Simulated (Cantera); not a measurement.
Gas-phase reforming

A perfectly stirred reactor is fed with 36.0 % CH₄, 61.2 % CO₂, 2.31 % H₂, 0.432 % H₂O, at 11000 Pa; it is held at 1925 K, and followed from long to short residence time.

Model: GRI-Mech 3.0 (53 species, 325 reactions), integrated in Cantera.

```json
[
 {"τ (s)": "11", "x CH₄": "0.000773", "x CO₂": "0.0413", "x H₂": "0.323", "x C₂H₂": "0.000263", "x CH₂O": "3.37e-7"},
 {"τ (s)": "2.3", "x CH₄": "0.00267", "x CO₂": "0.0446", "x H₂": "0.315", "x C₂H₂": "0.00294", "x CH₂O": "1.21e-6"},
 {"τ (s)": "0.50", "x CH₄": "0.00690", "x CO₂": "0.0587", "x H₂": "0.286", "x C₂H₂": "0.0161", "x CH₂O": "4.10e-6"},
 {"τ (s)": "0.11", "x CH₄": "0.0155", "x CO₂": "0.0998", "x H₂": "0.230", "x C₂H₂": "0.0470", "x CH₂O": "1.52e-5"},
 {"τ (s)": "0.023", "x CH₄": "0.0398", "x CO₂": "0.202", "x H₂": "0.182", "x C₂H₂": "0.0821", "x CH₂O": "5.27e-5"},
 {"τ (s)": "0.0050", "x CH₄": "0.110", "x CO₂": "0.377", "x H₂": "0.186", "x C₂H₂": "0.0769", "x CH₂O": "0.000114"},
 {"τ (s)": "0.0011", "x CH₄": "0.229", "x CO₂": "0.533", "x H₂": "0.132", "x C₂H₂": "0.0334", "x CH₂O": "0.000187"}
]
```
x: mole fraction; the columns are a selection and need not sum to one.
